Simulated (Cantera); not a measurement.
Charge: 1 mol PbCl₂, 0.76 mol H₂, at 1.00 Torr.

Equilibrium computed with Cantera from the NASA thermochemical tables; the gas is ideal and each condensed phase is pure. Candidate condensed phases: Pb, PbCl₂; 10 gas species. Equilibrium is a limit: real reactors are often held back by kinetics, nucleation or transport.

**Question.** Which condensed phases are stable at each of these points (T (K)): 975, 1075, 1175, 1275, 1375, 1475, 1575?

**Answer.** 
```tsv
T (K)	condensed phases	Pb condensed (%)
975	Pb(l)	22.3
1075	gas only	0.0
1175	gas only	0.0
1275	gas only	0.0
1375	gas only	0.0
1475	gas only	0.0
1575	gas only	0.0
```

At 975 K the condensed part is Pb(l). From 1075 K to 1575 K nothing is condensed.
